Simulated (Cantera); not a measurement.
Feed: 1 mol Si, 2.9 mol Cl2, 9 mol H2, equilibrated at 850 °C and 21.0 bar.

These are equilibrium values from Cantera (NASA tables, ideal gas, pure condensed phases), not measurements of a reactor. Candidate condensed phases: Si; 19 gas species. The tables' values for SiCl3 are old estimates; treat these amounts as uncertain. The numbers say what is thermodynamically allowed, not how fast it happens.

Base state: H2 0.737, HCl 0.172, SiCl4 0.0853, SiHCl3 0.00628, SiCl3 0.000113, SiH2Cl2 5.66e-5 (mole fractions); condensed: gas only.

Problem. What changes in the equilibrium state with this change: temperature from 850 °C to 550 °C?

Solution. 
```csv
species,before,after
H2,0.737,0.743
HCl,0.172,0.166
SiCl4,0.0853,0.0912
SiCl3,0.000113,1.36e-7
SiH2Cl2,5.66e-5,2.25e-7
SiHCl3,0.00628,0.000494
```
